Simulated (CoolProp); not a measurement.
Hydrogen chloride along the isotherm 21.35 °C: fugacity coefficient from the reference equation and from simpler models built on Tc = 51.5 °C, pc = 8.314 MPa, ω = 0.130; each cubic takes its own stable root.

Computed with CoolProp (reference Helmholtz-energy equation of state, Thol 2018).

| p (MPa) | phase | reference | Redlich-Kwong | Soave-Redlich-Kwong | Peng-Robinson |
|---|---|---|---|---|---|
| 1.56 | gas | ___ | 0.9165 | 0.9149 | ___ |
| 3.12 | gas | ___ | 0.8341 | ___ | 0.8182 |
| 4.68 | liquid | 0.6919 | 0.7506 | 0.7252 | 0.7057 |
| 6.24 | liquid | 0.5334 | 0.5838 | 0.5626 | 0.5454 |
| 7.79 | liquid | 0.4390 | 0.4836 | 0.4657 | ___ |
| 9.35 | liquid | 0.3757 | 0.4164 | 0.4008 | 0.3856 |
| 10.9 | liquid | 0.3308 | 0.3688 | 0.3548 | ___ |
| 12.5 | liquid | 0.2963 | 0.3322 | 0.3194 | 0.3052 |

**Question.** What belongs in the gaps?

**Answer.** 
- 1.56, reference: 0.9060
- 1.56, Peng-Robinson: 0.9078
- 3.12, reference: 0.8133
- 3.12, Soave-Redlich-Kwong: 0.8310
- 7.79, Peng-Robinson: 0.4497
- 10.9, Peng-Robinson: 0.3401

At some of these states Redlich-Kwong gives the other phase, because its saturation line lies elsewhere.
